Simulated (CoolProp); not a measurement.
Properties of R22 at several states.

Computed with CoolProp (reference Helmholtz-energy equation of state, Kamei 1995).

```
T (K)  p (kPa)   phase  cv (kJ/(kg K))  speed of sound (m/s)  viscosity (µPa s)
-----  -------  ------  --------------  --------------------  -----------------
358.6     11.3     gas             ___                 199.4                ___
420.7      233     gas          0.6879                 213.2               19.3
460.4     4260     gas             ___                   ___               21.6
422.5     4150     gas          0.7371                 185.7               20.3
141.7      650  liquid          0.6895                  1281                ___
256.2     36.5     gas          0.5067                   ___                ___
```

### Question
Fill in the missing entries.

### Answer

- 358.6, cv (kJ/(kg K)): 0.6223
- 358.6, viscosity (µPa s): 16.6
- 460.4, cv (kJ/(kg K)): 0.7533
- 460.4, speed of sound (m/s): 202.9
- 141.7, viscosity (µPa s): 2350
- 256.2, speed of sound (m/s): 170.3
- 256.2, viscosity (µPa s): 11.8

Viscosity comes from a separate model (Bell 2016), an estimate that may be off by 10 % or more.
